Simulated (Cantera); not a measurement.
Charge: 1 mol PbO, 0.58 mol H₂, 0.063 mol H₂O, at 1098 K and 3.98 Torr.

Cantera equilibrium calculation (NASA polynomials, part measured and part estimated; ideal gas, pure solids and liquids). Candidate condensed phases: H₂O, Pb, PbO, PbO₂, Pb₃O₄; 12 gas species. Mutual solubility and eutectic melting of coexisting phases are not modelled. Rates play no part.

Base state: H₂O 0.977, Pb 0.0220, PbO 0.00111, H₂ 0.000200 (mole fractions); condensed: Pb(l) + PbO(yellow).

Q: What changes in the equilibrium state with this change: temperature from 1098 K to 700 K?

A: 
| species | before | after |
|---|---|---|
| H₂O | 0.977 | 1.000 |
| H₂ | 0.000200 | 3.64e-5 |
| Pb | 0.0220 | 2.10e-7 |
| PbO | 0.00111 | <1e-9 |
| Pb(l), mol | 0.565 | 0.580 |
| PbO(yellow), mol | 0.419 | 0 |
| PbO(red), mol | 0 | 0.420 |
